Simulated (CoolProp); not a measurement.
Computed with CoolProp (reference Helmholtz-energy equation of state, de Reuck 1990).

### Question
For fluorine, give the phase and the cv (kJ/(kg K)) at -90.65 °C and 1.8 MPa; -40.25 °C and 1.8 MPa.

### Answer
- -90.65 °C and 1.8 MPa: gas; cv 0.579
- -40.25 °C and 1.8 MPa: gas; cv 0.582
